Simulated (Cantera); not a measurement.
Input: 1 mol Fe2O3, 0.055 mol H2S, 6.4 mol O2, 1.1 mol SO2, equilibrated at 100000 Pa.

Equilibrium computed with Cantera from the NASA thermochemical tables; the gas is ideal and each condensed phase is pure. Candidate condensed phases: Fe, FeO, Fe(OH)2, Fe(OH)3, FeS, FeSO4, FeS2, Fe2O3, Fe2(SO4)3, Fe3O4, H2O, H2SO4, S; 22 gas species. Equilibrium is a limit: real reactors are often held back by kinetics, nucleation or transport.

At 1648 K, list the 6 most abundant gas species with their mole fractions, and the condensed phases.

O2 0.839, SO2 0.151, H2O 0.00727, SO3 0.00260, OH 9.63e-5, O 2.32e-5. Condensed: Fe2O3(s).
